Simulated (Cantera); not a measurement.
What does this Cantera script print?

```python
import numpy as np
import cantera as ct

gas_names = """
    CL CL2 H HCL H2 N NH NH2 NH3 N2 N2H2 N2H4 Si SiCL SiCL2 SiCL3 SiCL4 SiH SiHCL3 SiH2 SiH2CL2 SiH3
    SiH3CL SiH4 SiN Si2 Si2N Si3
""".split()
cond_names = """
    NH4CL(a) NH4CL(b) Si(cr) Si(L) Si3N4(a)
""".split()


# ... load() reads the species with a 1 bar reference pressure and builds the phases ...
atoms = {
    'Si2Cl6': {'Si': 2, 'CL': 6},
    'HCl': {'H': 1, 'CL': 1},
    'N2': {'N': 2},
}
top_T = {'Si3N4(a)': 2400}  # K; cautious upper limits of use, not melting points


# ... equilibrate(T, P, feed) seeds the gas with the atoms and calls Mixture.equilibrate('TP', solver="vcs", rtol=1e-11, max_steps=5000) ...
results = []
T = 1050  # K
P = 25000  # Pa
for m in [5.4, 6.7, 8.4, 11, 13, 16, 20, 26, 32, 40, 50, 62, 77]:
    feed = {'Si2Cl6': 1, 'HCl': 1.4, 'N2': m}  # mol
    mix = equilibrate(T, P, feed)
    results.append((T, P, feed, dict(zip(mix.species_names, mix.species_moles))))

top = {s: max(r[3][s] / sum(r[3][g] for g in gas_names) for r in results) for s in gas_names}
cols = sorted((s for s in top if top[s] > 1e-06), key=lambda s: -top[s])[:6]
seen = [c for c in cond_names if any(r[3].get(c, 0) > 1e-12 for r in results)]
print("log10 of partial pressures in bar; condensed amounts in mol")
print(f"{'n(N2)':>10s}" + "".join(f"{s[:9]:>10s}" for s in cols + seen))
for T, P, feed, n in results:
    ng = sum(n[g] for g in gas_names)
    print(f"{feed['N2']:10.4g}" + "".join(f"{np.log10(max(n[s] / ng * P / 1e5, 1e-99)):10.3f}" for s in cols)
          + "".join(f"{n.get(c, 0):10.4g}" for c in seen))
```

It prints:

```
log10 of partial pressures in bar; condensed amounts in mol
     n(N2)        N2     SiCL4       HCL        H2    SiHCL3     SiCL3  Si3N4(a)
       5.4    -0.793    -1.305    -1.465    -2.315    -4.139    -4.475    0.1405
       6.7    -0.761    -1.372    -1.523    -2.408    -4.241    -4.531    0.1422
       8.4    -0.732    -1.447    -1.589    -2.512    -4.354    -4.592    0.1438
        11    -0.704    -1.541    -1.673    -2.642    -4.494    -4.667    0.1457
        13    -0.690    -1.602    -1.727    -2.726    -4.584    -4.715    0.1468
        16    -0.674    -1.679    -1.798    -2.834    -4.699    -4.776    0.1482
        20    -0.661    -1.765    -1.877    -2.953    -4.825    -4.842    0.1496
        26    -0.648    -1.869    -1.973    -3.097    -4.977    -4.922    0.1511
        32    -0.640    -1.953    -2.051    -3.214    -5.100    -4.987    0.1523
        40    -0.632    -2.044    -2.136    -3.342    -5.233    -5.056    0.1535
        50    -0.626    -2.137    -2.223    -3.471    -5.369    -5.127    0.1545
        62    -0.622    -2.227    -2.309    -3.598    -5.501    -5.195    0.1555
        77    -0.618    -2.319    -2.395    -3.728    -5.635    -5.265    0.1565
```

Cantera equilibrium calculation (NASA polynomials, part measured and part estimated; ideal gas, pure solids and liquids). The feed counts by its element totals alone. N2 is the only nitrogen source here; it is nearly inert below about 1500 K, so the nitride shown seldom forms there in practice. The tables' values for SiCl3 are old estimates; treat these amounts as uncertain.
